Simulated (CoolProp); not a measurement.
Saturation properties of acetone (Tc = 508.1 K, pc = 4.692 MPa, ω = 0.307).

Values from CoolProp's reference Helmholtz-energy equation of state, Lemmon 2006. It is a short technical equation, of lower accuracy than the large ones.

```
T (K)  p (MPa)  vapour density (kg/m³)  liquid cp (kJ/(kg K))  surface tension (mN/m)
-----  -------  ----------------------  ---------------------  ----------------------
286.6  0.01824                  0.4529                  2.116                    24.2
290.4  0.02177                     ___                  2.125                    23.7
294.2  0.02585                     ___                  2.134                    23.2
298    0.03053                  0.7342                  2.143                    22.7
301.8  0.03588                  0.8544                  2.152                    22.2
305.6  0.04198                  0.9899                  2.162                    21.8
309.4  0.04889                   1.142                  2.172                    21.3
313.2  0.05669                   1.313                    ___                    20.8
317    0.06547                   1.503                  2.193                    20.4
320.8  0.07530                   1.714                  2.204                    19.9
324.6  0.08628                   1.949                  2.215                    19.4
328.4  0.09850                   2.208                  2.227                    19.0
```

Q: Complete the blanks.

A: 
- 290.4, vapour density (kg/m³): 0.5347
- 294.2, vapour density (kg/m³): 0.6281
- 313.2, liquid cp (kJ/(kg K)): 2.182

It boils at 329.2 K under 1 atm.

Surface tension comes from a separate correlation (Mulero 2012).
